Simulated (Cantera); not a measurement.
# Equilibrium for aluminium and copper etching: Al + Br₂ + N₂ + O₂

Charge: 1 mol Al, 0.43 mol Br₂, 17 mol N₂, 0.057 mol O₂, at 0.100 bar.

These are equilibrium values from Cantera (NASA tables, ideal gas, pure condensed phases), not measurements of a reactor. Candidate condensed phases: Al, AlBr₃, AlN, Al₂O₃, Br₂; 21 gas species. Equilibrium is a limit: real reactors are often held back by kinetics, nucleation or transport.

From 473 K to 748 K the condensed part is AlN(s) + Al₂O₃(s). The main Al-bearing gas is Al₂Br₆ at 473 K and AlBr₃ at 748 K.

| T (K) | x N₂ | x AlBr₃ | x Al₂Br₆ | x Br | n AlN(s) | n Al₂O₃(s) |
|---|---|---|---|---|---|---|
| 473 | 0.991 | 0.000894 | 0.00807 | <1e-12 | 0.637 | 0.0380 |
| 498 | 0.991 | 0.00179 | 0.00762 | <1e-12 | 0.637 | 0.0380 |
| 523 | 0.990 | 0.00326 | 0.00688 | <1e-12 | 0.637 | 0.0380 |
| 548 | 0.989 | 0.00539 | 0.00580 | <1e-12 | 0.637 | 0.0380 |
| 573 | 0.987 | 0.00807 | 0.00445 | 3.55e-12 | 0.637 | 0.0380 |
| 598 | 0.986 | 0.0109 | 0.00304 | 1.38e-11 | 0.637 | 0.0380 |
| 623 | 0.985 | 0.0132 | 0.00184 | 4.69e-11 | 0.637 | 0.0380 |
| 648 | 0.984 | 0.0149 | 0.00102 | 1.42e-10 | 0.637 | 0.0380 |
| 673 | 0.984 | 0.0158 | 0.000539 | 3.90e-10 | 0.637 | 0.0380 |
| 698 | 0.983 | 0.0163 | 0.000284 | 9.89e-10 | 0.637 | 0.0380 |
| 723 | 0.983 | 0.0166 | 0.000153 | 2.34e-9 | 0.637 | 0.0380 |
| 748 | 0.983 | 0.0167 | 8.48e-5 | 5.22e-9 | 0.637 | 0.0380 |
x: gas mole fraction; n: condensed amount in mol.
